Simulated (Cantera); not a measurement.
## Ignition delay

Mixture: 8.75 % CH4, 18.8 % O2, 70.8 % N2, 1.66 % H2O, equivalence ratio 0.93, at 1.00 atm, adiabatic and at constant volume. Ignition delay is the time to a rise of 400 K.

Model: GRI-Mech 3.0 (53 species, 325 reactions), integrated in Cantera.

```
T0 (K)  delay (ms)
------  ----------
1250          21.7
1350          5.96
1450          1.88
1550         0.687
1650         0.293
1750         0.142
1850        0.0759
1950        0.0440
2050        0.0271
```

| Property | Result |
|---|---|
| apparent activation energy between 1850 and 2050 K | 160 kJ/mol |
